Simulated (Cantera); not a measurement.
## Silicon nitride deposition: SiH2Cl2 + NH3 + N2

A closed system holds: 1 mol SiH2Cl2, 5.4 mol NH3, 89 mol N2.

Equilibrium computed with Cantera from the NASA thermochemical tables; the gas is ideal and each condensed phase is pure. Candidate condensed phases: NH4Cl, Si, Si3N4; 28 gas species. The tables' values for SiCl3 are old estimates. Rates play no part.

Map the stable condensed phases over T = 1125, 1175, 1225, 1275, 1325, 1375, 1425, 1475, 1525, 1575, 1625, 1675 °C and P in Pa = 5, 17, 59, 210, 710, 2400, 8400, 29000, 100000.


```
T in °C \ P in Pa
              5     17     59    210    710   2400   8400  29000 100000
   1675       A      A      A      A      B      B      B      C      C
   1625       A      A      A      A      B      B      C      C      C
   1575       A      A      A      B      B      C      C      C      C
   1525       A      A      A      B      B      C      C      C      C
   1475       A      A      B      B      C      C      C      C      C
   1425       A      B      B      C      C      C      C      C      C
   1375       A      B      B      C      C      C      C      C      C
   1325       B      B      C      C      C      C      C      C      C
   1275       B      C      C      C      C      C      C      C      C
   1225       B      C      C      C      C      C      C      C      C
   1175       C      C      C      C      C      C      C      C      C
   1125       C      C      C      C      C      C      C      C      C
```
A: gas only; B: Si; C: Si3N4.
